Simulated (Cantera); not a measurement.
A perfectly stirred reactor is fed with 9.51 % CH₄, 19.0 % O₂, 71.5 % N₂, equivalence ratio 1.0, at 7500 Torr; it is adiabatic with a 700 K inlet, and is followed from long to short residence time, starting on the burning branch (τ in s: 0.14, 0.048, 0.017, 0.006, 0.0021, 0.00075, 0.00027, 9.4e-05, 3.3e-05, 1.2e-05).

Model: GRI-Mech 3.0 (53 species, 325 reactions), integrated in Cantera.

Predict: blow-out, bracketed by the residence times tried; x(CH₄) at τ = 0.140 s; x(O₂) at τ = 0.140 s; x(HCN) at τ = 0.140 s; x(CH₄) at τ = 0.750 ms; x(O₂) at τ = 0.750 ms; x(C₂H₂) at τ = 0.750 ms; x(HCN) at τ = 0.750 ms; x(C₂H₄) at τ = 0.750 ms.


```
Item                                                                               Value
------------------------------------------------  --------------------------------------
blow-out, bracketed by the residence times tried  burning at 12.0 µs, the shortest tried
x(CH₄) at τ = 0.140 s                                                            2.31e-7
x(O₂) at τ = 0.140 s                                                             0.00553
x(HCN) at τ = 0.140 s                                                            6.76e-8
x(CH₄) at τ = 0.750 ms                                                           3.11e-5
x(O₂) at τ = 0.750 ms                                                            0.00863
x(C₂H₂) at τ = 0.750 ms                                                          4.96e-8
x(HCN) at τ = 0.750 ms                                                           2.48e-6
x(C₂H₄) at τ = 0.750 ms                                                          1.80e-8
```
